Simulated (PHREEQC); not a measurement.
Make-up at 25 °C: 0.23 mol/kgw NH4Cl. Closed to the air; pH follows from the charge balance.

Computed with PHREEQC (ion-association model, phreeqc.dat).

- pH: 5.09
- ionic strength: 0.230 mol/kgw
- activity of water: 0.992
- specific conductance: 27000 µS/cm
- density: 1.001 g/cm³

```tsv
species	molality	activity	log γ
Cl-	0.230	0.162	-0.152
NH4+	0.230	0.153	-0.175
H+	1.02e-5	8.11e-6	-0.101
NH3	1.02e-5	1.08e-5	0.023
OH-	1.78e-9	1.24e-9	-0.158
```

No solid was allowed to form. Complexes and solids missing from the database can't appear.
